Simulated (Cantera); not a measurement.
A closed system holds: 1 mol MgO, 0.46 mol H2S, a varied amount of H2O, equilibrated at 1100 K and 0.133 bar.

Equilibrium computed with Cantera from the NASA thermochemical tables; the gas is ideal and each condensed phase is pure. Candidate condensed phases: H2O, H2SO4, Mg, MgO, Mg(OH)2, MgS, MgSO4, S; 26 gas species. Gases not in the tables: S3 to S7. Rates play no part.

log p: log10 of the partial pressure in bar; n: condensed amount in mol.

| n(H2O) (mol) | log p H2O | log p H2S | log p H2 | log p S2 | log p SO2 | n MgO(s) |
|---|---|---|---|---|---|---|
| 0.066 | -1.81 | -1.05 | -1.73 | -2.04 | -5.57 | 1.00 |
| 0.14 | -1.54 | -1.10 | -1.77 | -2.07 | -4.97 | 1.00 |
| 0.3 | -1.30 | -1.21 | -1.84 | -2.15 | -4.41 | 1.00 |
| 0.63 | … | … | … | … | … | 1.00 |
| 1.3 | … | … | … | … | … | 1.00 |
| 2.8 | -0.95 | -1.86 | -2.22 | -2.69 | -3.21 | 1.00 |
| 6 | -0.92 | -2.17 | -2.35 | -3.05 | -3.06 | 1.00 |

Complete the blanks.


- 0.63, log p H2O: -1.13
- 0.63, log p H2S: -1.37
- 0.63, log p H2: -1.94
- 0.63, log p S2: -2.26
- 0.63, log p SO2: -3.91
- 1.3, log p H2O: -1.02
- 1.3, log p H2S: -1.58
- 1.3, log p H2: -2.08
- 1.3, log p S2: -2.43
- 1.3, log p SO2: -3.52
